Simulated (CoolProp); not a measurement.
Ethane along the isotherm 154.1 K: density (kg/m³) from the reference equation and from simpler models built on Tc = 305.3 K, pc = 48.72 bar, ω = 0.099; each cubic takes its own stable root.

The numbers come from the reference Helmholtz-energy equation of state, Bücker 2006 in CoolProp.

```
p (bar)   phase  reference  van der Waals  Redlich-Kwong  Soave-Redlich-Kwong  Peng-Robinson
-------  ------  ---------  -------------  -------------  -------------------  -------------
15.2     liquid      581.5          379.0          561.3                560.8          631.1
30.5     liquid      582.5          380.7          562.5                561.9          632.2
45.7     liquid      583.5          382.3          563.6                563.0          633.3
60.9     liquid      584.5          383.9          564.6                564.1          634.3
76.1     liquid      585.4          385.3          565.7                565.2          635.3
91.4     liquid      586.4          386.7          566.7                566.3          636.3
107      liquid      587.3          388.0          567.8                567.3          637.3
122      liquid      588.3          389.2          568.7                568.3          638.2
```
